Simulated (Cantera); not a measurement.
Equilibrium for silicon etching in halogen gases: Si + F2 + N2

Charge: 1 mol Si, a varied amount of F2, 5.3 mol N2, equilibrated at 452 °C and 0.900 Torr.

Cantera equilibrium calculation (NASA polynomials, part measured and part estimated; ideal gas, pure solids and liquids). Candidate condensed phases: Si, Si3N4; 16 gas species. N2 is the only nitrogen source here; it is nearly inert below about 1500 K, so the nitride shown seldom forms there in practice. Kinetics and transport are ignored.

| n(F2) (mol) | x N2 | x F2 | x SiF4 | x F | x NF3 | x NF2 | x SiF3 | n Si3N4(s) |
|---|---|---|---|---|---|---|---|---|
| 0.82 | 0.923 | <1e-12 | 0.0771 | <1e-12 | <1e-12 | <1e-12 | 4.88e-9 | 0.197 |
| 0.94 | 0.913 | <1e-12 | 0.0868 | <1e-12 | <1e-12 | <1e-12 | 5.34e-9 | 0.177 |
| 1.1 | 0.901 | <1e-12 | 0.0991 | <1e-12 | <1e-12 | <1e-12 | 5.91e-9 | 0.150 |
| 1.2 | 0.893 | <1e-12 | 0.107 | <1e-12 | <1e-12 | <1e-12 | 6.25e-9 | 0.133 |
| 1.4 | 0.879 | <1e-12 | 0.121 | <1e-12 | <1e-12 | <1e-12 | 6.89e-9 | 0.100 |
| 1.7 | 0.860 | <1e-12 | 0.140 | <1e-12 | <1e-12 | <1e-12 | 7.75e-9 | 0.0500 |
| 1.9 | 0.847 | <1e-12 | 0.153 | <1e-12 | <1e-12 | <1e-12 | 8.27e-9 | 0.0167 |
| 2.2 | 0.811 | 0.0244 | 0.153 | 0.0105 | 0.000640 | 6.49e-9 | <1e-12 | 0 |
| 2.5 | 0.774 | 0.0611 | 0.146 | 0.0167 | 0.00247 | 1.59e-8 | <1e-12 | 0 |
| 2.9 | 0.729 | 0.105 | 0.138 | 0.0219 | 0.00543 | 2.65e-8 | <1e-12 | 0 |
| 3.4 | 0.681 | 0.154 | 0.129 | 0.0264 | 0.00929 | 3.75e-8 | <1e-12 | 0 |
x: gas mole fraction; n: condensed amount in mol.

From 0.82 mol F2 to 1.9 mol F2 the condensed part is Si3N4(s). From 2.2 mol F2 to 3.4 mol F2 nothing is condensed. The main Si-bearing gas is SiF4 throughout.
